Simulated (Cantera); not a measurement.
# Equilibrium for silicon nitride deposition: trisilylamine + NH₃ + H₂

Input: 1 mol trisilylamine, a varied amount of NH₃, 7 mol H₂, at 750 °C and 29.0 Pa.

Method: chemical equilibrium by Gibbs-energy minimisation in Cantera with the NASA 1993 tables (ideal gas, pure condensed phases). Candidate condensed phases: Si, Si₃N₄; 18 gas species. The feed counts by its element totals alone. Mutual solubility and eutectic melting of coexisting phases are not modelled. Rates play no part.

From 0.28 mol NH₃ to 2.3 mol NH₃ the condensed part is Si(s) + Si₃N₄(s). From 3.3 mol NH₃ to 4.7 mol NH₃ the condensed part is Si₃N₄(s).

```
n(NH₃) (mol)  log p H₂  log p N₂  log p H  log p NH₃  n Si(s)  n Si₃N₄(s)
------------  --------  --------  -------  ---------  -------  ----------
0.28             -3.54    -10.35   -10.15     -13.78     2.04       0.320
0.4              -3.54    -10.35   -10.15     -13.78     1.95       0.350
0.57             -3.54    -10.35   -10.15     -13.78     1.82       0.392
0.81             -3.54    -10.35   -10.15     -13.78     1.64       0.452
1.2              -3.54    -10.35   -10.15     -13.78     1.35       0.550
1.6              -3.54    -10.35   -10.15     -13.78     1.05       0.650
2.3              -3.54    -10.35   -10.15     -13.78    0.525       0.825
3.3              -3.54     -5.58   -10.15     -11.40        0        1.00
4.7              -3.56     -4.90   -10.16     -11.08        0        1.00
```
log p: log10 of the partial pressure in bar; n: condensed amount in mol.
